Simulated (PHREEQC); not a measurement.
PHREEQC input (ion-association model, wateq4f.dat):

```
SOLUTION_MASTER_SPECIES
  An  An-  0  An  62.0  # stands for a non-complexing anion
SOLUTION_SPECIES
  An- = An-
    -log_k 0
    -gamma 3.0 0
PHASES
  Fix_H+
    H+ = H+
    -log_k 0
SOLUTION 1
  temp 25
  units mmol/kgw
  pH 7 charge
  Cl 0.076
  Mg 0.038
  Na 50
  An 50
END
SELECTED_OUTPUT 1
  -reset false
  -pH true
  -pe true
  -ionic_strength true
  -water true
  -totals Cl Mg Na
  -molalities Hfo_wOH Hfo_wOH2+ Hfo_wO- Hfo_sOH Hfo_sOH2+ Hfo_sO- Hfo_wOMg+
  -saturation_indices Brucite Halite
USER_PUNCH 1
  -headings sigma psi
  10 PUNCH EDL("sigma", "Hfo"), EDL("psi", "Hfo")
PRINT
  -reset false
USE solution 1
SURFACE 1
  Hfo_wOH 0.00182022 600 0.81
  Hfo_sOH 4.55056e-05
EQUILIBRIUM_PHASES 1
  Fix_H+ -3 HAn 10
    -force_equality true
  O2(g) -0.68 10
END
# ... the last block is repeated for the other 16 points of pH, with NaOH or the acid as the point needs
```

Selected output (columns that matter, 17 of 17 rows; pH added in front):

```
pH	mu	Cl	Mg	Na	m_Hfo_wOH	m_Hfo_wOH2+	m_Hfo_wO-	m_Hfo_sOH	m_Hfo_sOH2+	m_Hfo_sO-	si_Brucite	si_Halite	sigma	psi
3	0.052188	7.6e-05	3.8e-05	0.05	6.4217e-05	0.0017559	5.3801e-08	1.6054e-06	4.3899e-05	1.345e-09	-15.581	-7.1794	0.35734	0.16878
3.5	0.05133	7.6e-05	3.8e-05	0.05	0.00017094	0.0016489	4.0596e-07	4.2734e-06	4.1222e-05	1.0149e-08	-14.579	-7.1783	0.33548	0.16597
4	0.050973	7.6e-05	3.8e-05	0.05	0.00036893	0.0014491	2.1517e-06	9.2233e-06	3.6229e-05	5.3792e-08	-13.579	-7.1779	0.29448	0.15947
4.5	0.050753	7.6e-05	3.8e-05	0.05	0.0006306	0.0011819	7.7076e-06	1.5765e-05	2.9548e-05	1.9269e-07	-12.578	-7.1776	0.23896	0.14891
5	0.050582	7.6e-05	3.8e-05	0.05	0.00088999	0.0009103	1.9933e-05	2.225e-05	2.2758e-05	4.9834e-07	-11.578	-7.1773	0.1812	0.13489
5.5	0.050445	7.6e-05	3.7998e-05	0.05	0.0010992	0.00068035	4.0683e-05	2.748e-05	1.7009e-05	1.0171e-06	-10.578	-7.1772	0.13018	0.11821
6	0.050339	7.6e-05	3.7988e-05	0.05	0.0012431	0.00050738	6.9767e-05	3.1077e-05	1.2685e-05	1.7442e-06	-9.5775	-7.177	0.089061	0.099332
6.5	0.050259	7.6e-05	3.7909e-05	0.05	0.0013284	0.00038736	0.00010436	3.3212e-05	9.6846e-06	2.6092e-06	-8.5782	-7.1769	0.057612	0.078394
7	0.050198	7.6e-05	3.7285e-05	0.05	0.0013717	0.0003078	0.00014004	3.4305e-05	7.6979e-06	3.5023e-06	-7.5853	-7.1768	0.034283	0.055547
7.5	0.050141	7.6e-05	3.2824e-05	0.05	0.0013877	0.00025296	0.0001744	3.4791e-05	6.3419e-06	4.3724e-06	-6.6405	-7.1768	0.017016	0.031308
8	0.050085	7.6e-05	1.6587e-05	0.050027	0.0013808	0.00020705	0.00021095	3.4931e-05	5.2379e-06	5.3366e-06	-5.9369	-7.1765	0.0034575	0.0067469
8.5	0.050107	7.6e-05	3.2729e-06	0.050121	0.0013647	0.00017028	0.00025055	3.478e-05	4.3398e-06	6.3856e-06	-5.642	-7.1757	-0.0094487	-0.01811
9	0.050151	7.6e-05	4.3243e-07	0.050211	0.0013459	0.00013965	0.00029714	3.4356e-05	3.5648e-06	7.5851e-06	-5.5217	-7.175	-0.024609	-0.042949
9.5	0.050227	7.6e-05	5.6671e-08	0.050339	0.0013104	0.00010815	0.00036372	3.3457e-05	2.7614e-06	9.2866e-06	-5.4064	-7.174	-0.044505	-0.066647
10	0.050379	7.5999e-05	8.1827e-09	0.050559	0.0012419	7.6121e-05	0.00046417	3.171e-05	1.9436e-06	1.1852e-05	-5.2533	-7.1723	-0.071471	-0.088581
10.5	0.050736	7.5999e-05	1.3809e-09	0.051007	0.0011229	4.7191e-05	0.00061211	2.8671e-05	1.2049e-06	1.5629e-05	-5.0456	-7.1689	-0.10748	-0.10846
11	0.051698	7.5999e-05	2.9972e-10	0.052085	0.00093994	2.4758e-05	0.00081749	2.4e-05	6.3215e-07	2.0873e-05	-4.7655	-7.161	-0.15387	-0.12604
```

The oxide is taken as insoluble; below pH 4 it would dissolve.
